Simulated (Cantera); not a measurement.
A freely propagating, adiabatic, planar premixed flame of H2 : O2 : N2 = 1 : 0.962 : 3.27 (molar parts), unburnt at 400 K and 39000 Pa; mixture-averaged transport, grid criteria slope 0.08 and curve 0.16, no radiation.

Cantera simulation using the H2/O2 subset of GRI-Mech 3.0, which has no nitrogen chemistry; the numbers are that mechanism's predictions, not measurements. Burning velocities carry a grid error of a few per cent, more on coarse grids. Lean hydrogen flames are cellular in practice and burn faster than this planar one.

**Question.** How do the results move with these cheaper or finer settings: unity-Lewis-number transport; multicomponent transport; multicomponent+Soret transport; grid criteria slope 0.5, curve 1; grid criteria slope 0.25, curve 0.5; grid criteria slope 0.03, curve 0.06?

**Answer.** 
| setting | laminar burning velocity | thermal thickness | peak x(H2O2) | peak x(HO2) | grid points |
|---|---|---|---|---|---|
| as above | 159 cm/s | 1.18 mm | 3.80e-5 | 0.000223 | 110 |
| unity-Lewis-number transport | 144 cm/s | 0.858 mm | 1.31e-5 | 0.000169 | 114 |
| multicomponent transport | 158 cm/s | 1.16 mm | 3.90e-5 | 0.000225 | 110 |
| multicomponent+Soret transport | 141 cm/s | 1.16 mm | 3.92e-5 | 0.000218 | 111 |
| grid criteria slope 0.5, curve 1 | 210 cm/s | 1.49 mm | 3.12e-5 | 0.000206 | 31 |
| grid criteria slope 0.25, curve 0.5 | 173 cm/s | 1.27 mm | 3.34e-5 | 0.000214 | 45 |
| grid criteria slope 0.03, curve 0.06 | 157 cm/s | 1.16 mm | 3.85e-5 | 0.000224 | 258 |
Unity Lewis numbers drop preferential diffusion, which matters most where H2 and H carry the flame; Soret adds thermal diffusion.
